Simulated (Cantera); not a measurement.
Charge: 1 mol Si, a varied amount of Cl2, 83 mol N2, 0.53 mol NF3, held at 823.15 K and 10.0 Torr.

Cantera equilibrium calculation (NASA polynomials, part measured and part estimated; ideal gas, pure solids and liquids). Candidate condensed phases: Si, Si3N4; 24 gas species. Kinetics and transport are ignored.

Question: At 1.4 mol Cl2, list the 4 most abundant gas species with their mole fractions, and the condensed phases.

Answer: N2 0.986, SiCl4 0.00713, SiF4 0.00471, Cl2 0.00231. Condensed: gas only.
